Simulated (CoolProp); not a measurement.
The numbers come from the reference Helmholtz-energy equation of state, Akasaka 2015 in CoolProp.

Problem. Give the vapour pressure (kPa), vapour density (kg/m³), liquid cp (kJ/(kg K)) of saturated R245fa at 361.9, 366.9 K.

Solution. 
| T (K) | p (kPa) | vapour density (kg/m³) | liquid cp (kJ/(kg K)) |
|---|---|---|---|
| 361.9 | 977 | 54.6 | 1.53 |
| 366.9 | 1100 | 61.9 | 1.56 |
